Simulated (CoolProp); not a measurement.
CH3F (R41) along the isotherm 331.2 K: fugacity coefficient from the reference equation and from simpler models built on Tc = 317.3 K, pc = 59.06 bar, ω = 0.200; each cubic takes its own stable root.

Model: reference Helmholtz-energy equation of state, Lemmon 2006, in CoolProp. It is a short technical equation, of lower accuracy than the large ones.

```
p (bar)  phase  reference  Redlich-Kwong  Soave-Redlich-Kwong
-------  -----  ---------  -------------  -------------------
2.95       gas     0.9830         0.9850               0.9853
5.91       gas     0.9661         0.9701               0.9706
8.86       gas     0.9494         0.9553               0.9560
11.8       gas     0.9330         0.9406               0.9416
14.8       gas     0.9163         0.9257               0.9270
17.7       gas     0.9004         0.9114               0.9129
20.7       gas     0.8840         0.8967               0.8984
23.6       gas     0.8684         0.8825               0.8845
26.6       gas     0.8523         0.8680               0.8702
29.5       gas     0.8369         0.8539               0.8564
```
